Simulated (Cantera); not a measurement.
Charge: 1 mol LiCl, 0.14 mol H2O, 27 mol H2, at 1425 K and 0.133 bar.

These are equilibrium values from Cantera (NASA tables, ideal gas, pure condensed phases), not measurements of a reactor. Candidate condensed phases: H2O, Li, LiCl, LiH, LiOH, Li2O; 25 gas species. Kinetics and transport are ignored.

Base state: H2 0.960, LiCl 0.0338, H2O 0.00486, Li2Cl2 0.000797, HCl 0.000160, LiOH 0.000118, Li 4.07e-5, H 1.83e-5 (mole fractions); condensed: gas only.

What changes in the equilibrium state with this change: temperature from 1425 K to 1875 K?


| species | before | after |
|---|---|---|
| H2 | 0.960 | 0.957 |
| LiCl | 0.0338 | 0.0342 |
| H2O | 0.00486 | 0.00479 |
| H | 1.83e-5 | 0.00176 |
| HCl | 0.000160 | 0.00126 |
| Li2Cl2 | 0.000797 | 1.49e-5 |
| Li | 4.07e-5 | 0.00107 |
